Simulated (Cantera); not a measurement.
A perfectly stirred reactor is fed with CH4 : N2 = 1 : 7.4 (molar parts), at 0.000553 atm; it is held at 1250 K, and followed from long to short residence time.

Cantera simulation using GRI-Mech 3.0 (53 species, 325 reactions); the numbers are that mechanism's predictions, not measurements. GRI-Mech 3.0 stops at C3 and has no aromatics, soot or wall deposition, so with more carbon than oxygen in the feed, carbon stays in small species such as C2H2 where larger ones or solid carbon would form. Radical loss at walls, strong at low pressure, is not modelled.

Problem. What does this change do: temperature 1250 to 1750 K?

Solution. 
```
quantity                  before     after
----------------------  --------  --------
x(CH4) at τ = 4.10 s       0.119    0.0516
x(CH3) at τ = 4.10 s     4.69e-7   0.00166
x(HCN) at τ = 4.10 s      <1e-12   1.46e-6
x(H) at τ = 4.10 s      1.03e-10  0.000153
x(C2H4) at τ = 4.10 s   9.41e-10   0.00140
x(CH4) at τ = 0.100 s      0.119     0.119
x(CH3) at τ = 0.100 s    1.13e-8  0.000370
x(HCN) at τ = 0.100 s     <1e-12  1.95e-11
x(H) at τ = 0.100 s     1.00e-10   1.11e-6
x(C2H4) at τ = 0.100 s    <1e-12   3.06e-5
```
